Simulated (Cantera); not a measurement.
Standard-state values (1 bar) from the NASA 1993 polynomials, evaluated with Cantera. Values are per mole of reaction as written; species without (g) are pure solids or liquids, kept so even where they would boil at 1 bar.

OH(g) + Mg(g) = H(g) + MgO, with ΔH° = -569.7 kJ and ΔS° = -190.7 J/K at 300 K.

Task: How far is the shortcut ΔG° ≈ ΔH°(300 K) − T·ΔS°(300 K) from the full temperature-dependent value at 1923, 1948, 1973, 1998, 2023, 2048, 2073, 2098, 2123, 2148 K?

Result: 
```csv
T (K),shortcut (kJ),full (kJ),difference (kJ),difference in log10 K
1923,-203.0,-234.9,31.9,-0.87
1948,-198.2,-231.0,32.7,-0.88
1973,-193.5,-227.0,33.6,-0.89
1998,-188.7,-223.1,34.4,-0.90
2023,-183.9,-219.2,35.3,-0.91
2048,-179.2,-215.3,36.1,-0.92
2073,-174.4,-211.4,37.0,-0.93
2098,-169.6,-207.4,37.8,-0.94
2123,-164.9,-203.5,38.7,-0.95
2148,-160.1,-199.7,39.6,-0.96
```
The shortcut ignores the heat-capacity change of the reaction.
